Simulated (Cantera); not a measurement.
# Hydrogen reduction and annealing atmospheres: Cr₂O₃ + H₂

Charge: 1 mol Cr₂O₃, a varied amount of H₂, held at 1025 K and 5.80 bar.

These are equilibrium values from Cantera (NASA tables, ideal gas, pure condensed phases), not measurements of a reactor. Candidate condensed phases: Cr, Cr₂O₃, H₂O; 13 gas species. Mutual solubility and eutectic melting of coexisting phases are not modelled. Rates play no part.

| n(H₂) (mol) | x H₂ | x H₂O | x H | n Cr₂O₃(s) | n Cr(s) |
|---|---|---|---|---|---|
| 1.5 | 1.000 | 1.20e-5 | 1.81e-9 | 1.000 | 0 |
| 2.4 | 1.000 | 1.20e-5 | 1.81e-9 | 1.000 | 0 |
| 3.7 | 1.000 | 1.20e-5 | 1.81e-9 | 1.000 | 0 |
| 5.8 | 1.000 | 1.20e-5 | 1.81e-9 | 1.000 | 0 |
| 9.1 | 1.000 | 1.20e-5 | 1.81e-9 | 1.000 | 0 |
| 14 | 1.000 | 1.20e-5 | 1.81e-9 | 1.000 | 0 |
| 22 | 1.000 | 1.20e-5 | 1.81e-9 | 1.000 | 0 |
| 35 | 1.000 | 1.20e-5 | 1.81e-9 | 1.000 | 0.000279 |
x: gas mole fraction; n: condensed amount in mol.

From 1.5 mol H₂ to 22 mol H₂ the condensed part is Cr₂O₃(s). At 35 mol H₂ the condensed part is Cr(s) + Cr₂O₃(s).
